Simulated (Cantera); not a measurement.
Feed: 1 mol Fe₂O₃, 0.34 mol SO₂, 0.047 mol CO₂, 0.83 mol H₂S, held at 1000 Pa.

Equilibrium computed with Cantera from the NASA thermochemical tables; the gas is ideal and each condensed phase is pure. Candidate condensed phases: C, C₆H₆, C₇H₈, C₈H₁₈, Fe, Fe(CO)₅, FeO, Fe(OH)₂, Fe(OH)₃, FeS, FeSO₄, FeS₂, Fe₂O₃, Fe₂(SO₄)₃, Fe₃O₄, H₂O, H₂SO₄, S; 127 gas species. Metal and sulfide melt together well below either melting point, which pure phases cannot show. Mutual solubility and eutectic melting of coexisting phases are not modelled. The tables' stoichiometric FeO is somewhat more stable than real wüstite, so its field is too wide. FeO, FeS: taken at fixed stoichiometry. Gases not in the tables: S₃ to S₇. Equilibrium is a limit: real reactors are often held back by kinetics, nucleation or transport.

x: gas mole fraction; n: condensed amount in mol.

```tsv
T (°C)	x H₂O	x SO₂	x S₂	x H₂	x CO₂	x SO	x CO	x H₂S	n FeS(s)	n Fe₃O₄(s)	n FeO(s)	n FeO(l)
825	0.570	0.339	0.0397	0.00854	0.0327	0.000200	0.000494	0.00879	0.563	0.479	0	0
900	0.561	0.330	0.0513	0.0146	0.0320	0.000492	0.00106	0.00909	0.540	0.487	0	0
975	0.488	0.373	0.0778	0.0202	0.0275	0.00123	0.00177	0.00887	[?]	0	1.70	0
1050	0.464	0.340	0.119	0.0326	0.0254	0.00253	0.00331	0.0108	[?]	0	1.81	0
1125	0.432	0.300	0.170	0.0494	0.0224	0.00470	0.00554	0.0126	[?]	0	1.94	0
1200	0.408	0.288	0.186	0.0661	0.0197	0.00801	0.00788	0.0118	0	0	2.00	0
1275	0.391	0.292	0.180	0.0820	0.0173	0.0129	0.0101	0.0101	0	0	2.00	0
1350	0.372	0.295	0.172	0.0985	0.0149	0.0199	0.0123	0.00857	0	0	2.00	0
1425	0.351	0.298	0.164	0.115	0.0127	0.0293	0.0142	0.00725	0	0	0	2.00
```

Question: Fill in the missing entries.

Answer: 
- 975, n FeS(s): 0.301
- 1050, n FeS(s): 0.193
- 1125, n FeS(s): 0.0562
